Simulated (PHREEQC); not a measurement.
Solution (25 °C): 0.13 mol/kgw NiSO4. Closed to the air; pH follows from the charge balance.

Equilibrium calculation in PHREEQC: ion-association model, wateq4f.dat.

Each row changes one thing in this solution. No solid was allowed to form.

```csv
case,pH,ionic strength (mol/kgw),SO4-2 (mol/kgw),HSO4- (mol/kgw)
as made,6.00,0.267,0.0666,2.40e-6
NiSO4 replaced by Al2(SO4)3 at the same molality,3.82,0.351,0.0692,0.000350
NiSO4 replaced by K2SO4 at the same molality,7.24,[?],0.0953,1.86e-7
diluted 100-fold with water,[?],[?],[?],3.14e-8
NiSO4 from 0.13 to 0.195 mol/kgw,[?],0.372,0.0926,3.26e-6
```

Question: What belongs in the gaps?

Answer: 
- NiSO4 replaced by K2SO4 at the same molality, ionic strength (mol/kgw): 0.321
- diluted 100-fold with water, pH: 6.46
- diluted 100-fold with water, ionic strength (mol/kgw): 0.00462
- diluted 100-fold with water, SO4-2 (mol/kgw): 0.00115
- NiSO4 from 0.13 to 0.195 mol/kgw, pH: 5.97

Some of these states are supersaturated (in Basaluminite, Gibbsite (slow to form), for instance).
